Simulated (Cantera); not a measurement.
An adiabatic, constant-pressure homogeneous reactor starts with 1.51 % CH4, 0.303 % C2H6, 1.38 % C3H8, 20.3 % O2, 76.5 % N2, at 1750 K and 1.01 bar.

Detailed kinetics in Cantera: GRI-Mech 3.0 (53 species, 325 reactions). GRI-Mech 3.0 was tuned for natural gas; its chemistry of propane as a main component is partial and can be far from experiment.

Predict: time of steepest temperature rise; temperature at 0.300 s; equilibrium temperature.


```
Item                                Result
---------------------------------  -------
time of steepest temperature rise  17.9 µs
temperature at 0.300 s              2612 K
equilibrium temperature             2612 K
```
